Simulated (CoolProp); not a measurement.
Saturation properties of 1,2-dichloroethane.

Values from CoolProp's reference Helmholtz-energy equation of state, Thol 2015.

```csv
T (°C),p (kPa),liquid density (kg/m³),enthalpy of vaporisation (kJ/kg)
12.65,5.658,1263,360.6
36.45,17.74,1229,348.9
60.35,46.20,1193,336.8
84.15,103.4,1156,323.9
107.95,206.1,1117,310.0
131.85,375.6,1075,294.7
155.65,633.9,1030,277.7
179.55,1009,980.9,258.5
```

It boils at 83.5 °C under 1 atm.
